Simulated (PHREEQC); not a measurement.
Consider water at 75 °C with 0.0046 mol Na2HAsO4, 0.0002 mol H3PO4 and 0.012 mol FeCl3 per kg of water. Closed to the air; pH follows from the charge balance.

All values are PHREEQC results (ion-association model, wateq4f.dat), not measurements.

**Question.** The ionic strength comes out as 0.0541 mol/kgw. What activity coefficients do Fe(OH)2+, Na+, FeCl+2, Fe2(OH)2+4, Fe+3 get?

**Answer.** Fe(OH)2+ 0.81, Na+ 0.80, FeCl+2 0.42, Fe2(OH)2+4 0.028, Fe+3 0.20.

No solid was allowed to form. Examples of supersaturated solids here: Strengite, Hematite (slow to form). Others may be too. The database's scorodite may be far more soluble than the real mineral, and it has no iron arsenate complexes; the constant wasn't checked at its source. H3PO4, which wateq4f.dat lacks, is added to it with the constant of phreeqc.dat. At this temperature some constants are extrapolated from 25 °C, and those without enthalpy data are left unchanged.
